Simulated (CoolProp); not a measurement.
Propylene at 427.06 K and 0.694 MPa flows at 19 m/s in a round tube of 2 mm bore and 1.5 µm roughness, fully developed (64/Re and Nu = 3.66 if laminar; Colebrook and Gnielinski if turbulent). Each further row changes one setting.

The numbers come from the reference Helmholtz-energy equation of state, Lemmon 2013 in CoolProp.

```
case             Reynolds number  Darcy friction factor  pressure drop (Pa/m)  heat-transfer coefficient (W/(m² K))  mass flow (kg/h)
---------------  ---------------  ---------------------  --------------------  ------------------------------------  ----------------
as stated                  26100                 0.0261                 20000                                  1180              1.83
velocity 38 m/s            52200                 0.0232                 71000                                  2120              3.65
diameter 4 mm              52200                 0.0220                  8430                                  1000              7.30
```

Viscosity comes from a separate model (Huber 2003), an estimate that may be off by 10 % or more. Thermal conductivity comes from a separate model (Huber 2003), an estimate that may be off by 10 % or more.
